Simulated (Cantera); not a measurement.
## Equilibrium for tantalum, niobium, vanadium and zirconium in process gases: Ta + O₂ + N₂

Feed: 1 mol Ta, 5 mol O₂, 15 mol N₂, at 35.0 Pa.

Method: chemical equilibrium by Gibbs-energy minimisation in Cantera with the NASA 1993 tables (ideal gas, pure condensed phases). Candidate condensed phases: Ta, Ta₂O₅; 12 gas species. The numbers say what is thermodynamically allowed, not how fast it happens.

| T (K) | log p N₂ | log p O₂ | log p O | log p NO | log p TaO₂ | log p NO₂ | log p N | n Ta₂O₅(s) |
|---|---|---|---|---|---|---|---|---|
| 948 | -3.55 | -4.15 | -12.60 | -8.23 | <-15 | -11.07 | <-15 | 0.500 |
| 1048 | -3.55 | -4.15 | -11.28 | -7.75 | <-15 | -10.89 | <-15 | 0.500 |
| 1148 | -3.55 | -4.16 | -10.18 | -7.35 | <-15 | -10.75 | <-15 | 0.500 |
| 1248 | -3.55 | -4.16 | -9.25 | -7.02 | <-15 | -10.62 | <-15 | 0.500 |
| 1348 | -3.55 | -4.16 | -8.47 | -6.74 | <-15 | -10.52 | <-15 | 0.500 |
| 1448 | -3.55 | -4.16 | -7.79 | -6.49 | <-15 | -10.43 | <-15 | 0.500 |
| 1548 | -3.55 | -4.16 | -7.20 | -6.28 | -14.06 | -10.35 | -14.48 | 0.500 |
| 1648 | -3.55 | -4.16 | -6.68 | -6.09 | -12.44 | -10.28 | -13.50 | 0.500 |
| 1748 | -3.55 | -4.16 | -6.22 | -5.93 | -11.02 | -10.22 | -12.63 | 0.500 |
| 1848 | -3.56 | -4.17 | -5.81 | -5.78 | -9.75 | -10.17 | -11.85 | 0.500 |
| 1948 | -3.56 | -4.18 | -5.44 | -5.66 | -8.61 | -10.13 | -11.16 | 0.500 |
| 2048 | -3.56 | -4.19 | -5.12 | -5.55 | -7.59 | -10.10 | -10.53 | 0.499 |
log p: log10 of the partial pressure in bar; n: condensed amount in mol.

From 948 K to 2048 K the condensed part is Ta₂O₅(s).
